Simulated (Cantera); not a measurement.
**Equilibrium for metals in furnace atmospheres: Fe + O2 + H2**

Charge: 1 mol Fe, 0.029 mol O2, 130 mol H2, equilibrated at 0.0133 bar.

Equilibrium computed with Cantera from the NASA thermochemical tables; the gas is ideal and each condensed phase is pure. Candidate condensed phases: Fe, FeO, Fe(OH)2, Fe(OH)3, Fe2O3, Fe3O4, H2O; 12 gas species. The numbers say what is thermodynamically allowed, not how fast it happens.

```
T (°C)  log p H2  log p H  log p Fe  log p H2O  log p OH  log p FeO  n Fe(γ)  n Fe(δ)
------  --------  -------  --------  ---------  --------  ---------  -------  -------
925        -1.88    -7.66    -10.33      -5.23    -13.11       <-13     1.00        0
1025       -1.88    -6.91     -8.99      -5.23    -12.15       <-13    1.000        0
1125       -1.88    -6.26     -7.84      -5.23    -11.32     -13.79    1.000        0
1225       -1.88    -5.70     -6.84      -5.23    -10.60     -12.60    0.999        0
1325       -1.88    -5.21     -5.98      -5.23     -9.97     -11.55    0.990        0
1425       -1.88    -4.78     -5.22      -5.23     -9.42     -10.64        0    0.941
1525       -1.88    -4.39     -4.54      -5.23     -8.92      -9.83        0    0.720
```
log p: log10 of the partial pressure in bar; n: condensed amount in mol.

From 925 °C to 1325 °C the condensed part is Fe(γ). From 1425 °C to 1525 °C the condensed part is Fe(δ).
